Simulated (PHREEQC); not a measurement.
Dissolve 0.018 mol CdBr2, 0.026 mol Mg(NO3)2 and 0.00025 mol MnCl2 per kg of water at 25 °C. Closed to the air; pH follows from the charge balance.

All values are PHREEQC results (ion-association model, phreeqc.dat), not measurements.

```json
[
 {"quantity": "pH", "before": "6.24", "after": "6.31"},
 {"quantity": "ionic strength (mol/kgw)", "before": "0.111", "after": "0.0973"},
 {"quantity": "Br- (mol/kgw)", "before": "0.0251", "after": "0.0140"},
 {"quantity": "CdBr+ (mol/kgw)", "before": "0.00949", "after": "0.00366"},
 {"quantity": "Cd+2 (mol/kgw)", "before": "0.00736", "after": "0.00487"},
 {"quantity": "CdBr2 (mol/kgw)", "before": "0.000719", "after": "0.000160"},
 {"quantity": "SI of Cd(OH)2 (Cd(OH)2)", "before": "-3.75", "after": "-3.77"},
 {"quantity": "SI of Pyrochroite (Mn(OH)2)", "before": "-6.74", "after": "-6.58"}
]
```

Question: Which change was made?
(A) diluted 5-fold with water
(B) 0.051 mol/kgw KCl added
(C) CdBr2 from 0.018 to 0.009 mol/kgw
(D) MnCl2 from 0.00025 to 0.000125 mol/kgw
(E) MnCl2 from 0.00025 to 0.000275 mol/kgw

Answer: C, CdBr2 from 0.018 to 0.009 mol/kgw

Precipitation was switched off in this run.
